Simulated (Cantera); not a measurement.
Charge: 1 mol toluene, 1.1 mol O2, 0.052 mol H2O, held at 2400 °C and 100000 Pa.

Method: chemical equilibrium by Gibbs-energy minimisation in Cantera with the NASA 1993 tables (ideal gas, pure condensed phases). Candidate condensed phases: C, C6H6, C7H8, C8H18, H2O; 110 gas species. The numbers say what is thermodynamically allowed, not how fast it happens.

Base state: H2 0.597, CO 0.350, H 0.0396, C2H2 (acetylene) 0.0128, C4H2 0.000113, C2H 8.56e-5, CH3 4.72e-5, CH4 4.13e-5 (mole fractions); condensed: C(graphite).

**Question.** What changes in the equilibrium state with this change: temperature from 2400 °C to 1477 °C?

**Answer.** 
```csv
species,before,after
H2,0.597,0.642
CO,0.350,0.357
CH4,4.13e-5,0.000376
H,0.0396,0.000186
C2H2 (acetylene),0.0128,7.38e-5
C2H,8.56e-5,<1e-9
C4H2,0.000113,3.33e-9
C2H2 (vinylidene),1.72e-5,1.45e-9
CO2,3.00e-7,1.30e-5
"C(graphite), mol",4.58,4.75
```
